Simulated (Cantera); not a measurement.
What does this Cantera script print?

```python
import numpy as np
import cantera as ct

gas_names = """
    F FO FO2 F2 F2O H HF HOF HO2 H2 H2F2 H2O H2O2 H3F3 H4F4 H5F5 H6F6 H7F7 O OH O2 O3 Si SiF SiF2 SiF3
    SiF4 SiH SiHF3 SiH2 SiH2F2 SiH3 SiH3F SiH4 SiO SiO2 Si2 Si3
""".split()
cond_names = """
    H2O(s) H2O(L) Si(cr) Si(L) SiO2(Lqz) SiO2(hqz) SiO2(L)
""".split()


# ... load() reads the species with a 1 bar reference pressure and builds the phases ...
atoms = {
    'SiF4': {'Si': 1, 'F': 4},
    'O2': {'O': 2},
    'H2': {'H': 2},
    'H2O': {'H': 2, 'O': 1},
}
top_T = {}  # K; cautious upper limits of use, not melting points


# ... equilibrate(T, P, feed) seeds the gas with the atoms and calls Mixture.equilibrate('TP', solver="vcs", rtol=1e-11, max_steps=5000) ...
results = []
feed = {'SiF4': 1, 'O2': 0.45, 'H2': 11, 'H2O': 0.53}  # mol
T = 1700  # K
P = 1333.22  # Pa
mix = equilibrate(T, P, feed)
results.append((T, P, feed, dict(zip(mix.species_names, mix.species_moles))))
x = sorted(zip(gas.X, gas.species_names), reverse=True)
print(f"T = {T:g} K  P = {P:g} Pa  gas = {mix.phase_moles(0):.4g} mol")
print("   x: " + "  ".join(f"{s} {v:.3e}" for v, s in x if v > 1e-05))
print("   condensed (mol): " + ("  ".join(f"{mix.phase(i).name} {mix.phase_moles(i):.4g}"
      for i in range(1, mix.n_phases) if mix.phase_moles(i) > 1e-12) or "none"))
```

It prints:

```
T = 1700 K  P = 1333.22 Pa  gas = 13.29 mol
   x: H2 7.549e-01  HF 2.131e-01  SiF4 2.000e-02  H2O 5.318e-03  SiO 2.941e-03  SiF3 2.383e-03  H 1.109e-03  SiHF3 1.232e-04  SiF2 1.185e-04
   condensed (mol): SiO2(L) 0.6601
```

Cantera equilibrium calculation (NASA polynomials, part measured and part estimated; ideal gas, pure solids and liquids). The tables' values for SiF3, SiF2 are old estimates; treat these amounts as uncertain. The tables hold silica as quartz up to 1696 K and as liquid above; real silica turns to tridymite and cristobalite and melts near 1996 K.
